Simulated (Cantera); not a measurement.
Thermodynamics of oxide etching and cleaning by halides, feed CuO + HF + O₂

Input: 1 mol CuO, 6.4 mol HF, 0.11 mol O₂, at 775 K.

Method: chemical equilibrium by Gibbs-energy minimisation in Cantera with the NASA 1993 tables (ideal gas, pure condensed phases). Candidate condensed phases: Cu, CuF₂, CuO, Cu(OH)₂, Cu₂O, H₂O; 27 gas species. Rates play no part.

```json
[
 {"P (Pa)": "1", "log p HF": "-5.01", "log p H₂O": "-9.91", "log p O₂": "-6.77", "log p H₂F₂": "-13.97", "log p CuF₂": "-9.98", "log p CuF": "-10.40", "n CuO(s)": "1.000", "n CuF₂(s)": "0"},
 {"P (Pa)": "4.20", "log p HF": "-4.38", "log p H₂O": "-9.31", "log p O₂": "-6.15", "log p H₂F₂": "-12.73", "log p CuF₂": "-9.33", "log p CuF": "-10.24", "n CuO(s)": "1.000", "n CuF₂(s)": "0"},
 {"P (Pa)": "18", "log p HF": "-3.75", "log p H₂O": "-8.56", "log p O₂": "-5.52", "log p H₂F₂": "-11.46", "log p CuF₂": "-8.81", "log p CuF": "-10.13", "n CuO(s)": "1.000", "n CuF₂(s)": "0"},
 {"P (Pa)": "75", "log p HF": "-3.13", "log p H₂O": "-7.32", "log p O₂": "-4.90", "log p H₂F₂": "-10.22", "log p CuF₂": "-8.81", "log p CuF": "-10.29", "n CuO(s)": "1.000", "n CuF₂(s)": "0.000399"},
 {"P (Pa)": "320", "log p HF": "-2.50", "log p H₂O": "-6.06", "log p O₂": "-4.27", "log p H₂F₂": "-8.96", "log p CuF₂": "-8.81", "log p CuF": "-10.45", "n CuO(s)": "0.998", "n CuF₂(s)": "0.00176"},
 {"P (Pa)": "1300", "log p HF": "-1.89", "log p H₂O": "-4.85", "log p O₂": "-3.66", "log p H₂F₂": "-7.75", "log p CuF₂": "-8.81", "log p CuF": "-10.60", "n CuO(s)": "0.993", "n CuF₂(s)": "0.00713"},
 {"P (Pa)": "5600", "log p HF": "-1.26", "log p H₂O": "-3.58", "log p O₂": "-3.02", "log p H₂F₂": "-6.48", "log p CuF₂": "-8.81", "log p CuF": "-10.76", "n CuO(s)": "0.970", "n CuF₂(s)": "0.0304"},
 {"P (Pa)": "24000", "log p HF": "-0.64", "log p H₂O": "-2.33", "log p O₂": "-2.38", "log p H₂F₂": "-5.23", "log p CuF₂": "-8.81", "log p CuF": "-10.92", "n CuO(s)": "0.876", "n CuF₂(s)": "0.124"},
 {"P (Pa)": "100000", "log p HF": "-0.04", "log p H₂O": "-1.14", "log p O₂": "-1.74", "log p H₂F₂": "-4.04", "log p CuF₂": "-8.81", "log p CuF": "-11.08", "n CuO(s)": "0.561", "n CuF₂(s)": "0.439"}
]
```
log p: log10 of the partial pressure in bar; n: condensed amount in mol.

From 0.00750 Torr to 0.135 Torr the condensed part is CuO(s). From 0.563 Torr to 750 Torr the condensed part is CuF₂(s) + CuO(s).
